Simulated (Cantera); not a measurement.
Moist CO burnout

An isothermal, constant-pressure homogeneous reactor starts with CO : O2 : H2O : N2 = 0.0015 : 0.016 : 0.0068 : 1 (molar parts), equivalence ratio 0.047, at 998 K and 890000 Pa.

Detailed kinetics in Cantera: GRI-Mech 3.0 (53 species, 325 reactions).

```
t (s)         x CO    x O2    x H2O      x H2    x H2O2
--------  --------  ------  -------  --------  --------
2.00e-6    0.00146  0.0156  0.00664    <1e-12    <1e-12
7.10e-6    0.00146  0.0156  0.00664    <1e-12    <1e-12
2.52e-5    0.00146  0.0156  0.00664    <1e-12    <1e-12
8.93e-5    0.00146  0.0156  0.00664    <1e-12    <1e-12
0.000317   0.00146  0.0156  0.00664    <1e-12    <1e-12
0.00112    0.00146  0.0156  0.00664    <1e-12    <1e-12
0.00399    0.00146  0.0156  0.00664  3.70e-12    <1e-12
0.0141     0.00146  0.0156  0.00664  2.68e-11  7.99e-12
0.0502     0.00146  0.0156  0.00664  3.54e-10  2.62e-10
0.178      0.00145  0.0156  0.00664   2.35e-8   4.70e-8
0.631      0.00130  0.0155  0.00664   3.23e-7   8.13e-8
2.24      0.000911  0.0153  0.00664   5.37e-7   5.33e-8
7.95      0.000358  0.0151  0.00664   2.31e-7   1.56e-8
28.2       6.74e-5  0.0149  0.00664   4.34e-8   1.51e-9
100        5.19e-6  0.0149  0.00664   5.65e-9  5.39e-11
```
x: mole fraction; the columns are a selection and need not sum to one.

Equilibrium at this temperature and pressure: CO <1e-12, O2 0.0149, H2O 0.00664, H2 1.51e-12, H2O2 6.64e-12 (gas phase only).
